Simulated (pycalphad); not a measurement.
An equivalent pycalphad script:

```python
from pycalphad import Database, equilibrium, calculate, variables as v
import numpy as np
db = Database('COST507.tdb')
comps = ['TI', 'HF', 'B', 'VA']
phases = ['B2M', 'B2TI', 'B4M3', 'B4TI3', 'BCC_A2', 'BETA_RHOMBO_B', 'BM', 'BTI', 'HCP_A3', 'LIQUID']
eq = equilibrium(db, comps, phases, {v.X('HF'): 0.0106, v.X('B'): 0.008, v.T: np.arange(2850, 499, -50), v.P: 101325, v.N: 1}, output=['HM', 'SM'])
```

Computed with pycalphad from the COST 507 light-alloy database (1999), at 1 atm. The data set is of 1999 and partly superseded. Amounts are mole fractions of atoms. Diffusion is slow at the low end, where real alloys seldom reach equilibrium.

Results at three of the temperatures:

```
T = 2100.00 K, P = 101325 Pa, N = 1 mol of atoms
G = -138735 J/mol, H = 76532 J/mol, S = 102.51 J/(mol K)  (SER reference)
chemical potentials (J/mol): Ti -136496, Hf -251729, B -263601
phase             fraction      x(Ti)      x(Hf)       x(B)
LIQUID              1.0000     0.9814     0.0106     0.0080
```

```
T = 2050.00 K, P = 101325 Pa, N = 1 mol of atoms
G = -133637 J/mol, H = 74226 J/mol, S = 101.40 J/(mol K)  (SER reference)
chemical potentials (J/mol): Ti -131433, Hf -243802, B -258059
phase             fraction      x(Ti)      x(Hf)       x(B)
LIQUID              1.0000     0.9814     0.0106     0.0080
```

```
T = 2000.00 K, P = 101325 Pa, N = 1 mol of atoms
G = -128595 J/mol, H = 71919 J/mol, S = 100.26 J/(mol K)  (SER reference)
chemical potentials (J/mol): Ti -126426, Hf -235926, B -252555
phase             fraction      x(Ti)      x(Hf)       x(B)
LIQUID              1.0000     0.9814     0.0106     0.0080
```

Changes of the phase set, refined by bisection:

```csv
T (K),phases above,phases below
1921.5,LIQUID,BCC_A2 + LIQUID
1814.2,BCC_A2 + LIQUID,BCC_A2 + BM
1148.3,BCC_A2 + BM,BCC_A2 + BM + HCP_A3
1145.8,BCC_A2 + BM + HCP_A3,BM + HCP_A3
```

Database names, with the compositions (at.%) that they take in these runs: BM: Ti 50 B 50. BCC_A2 is bcc; HCP_A3 is hcp.
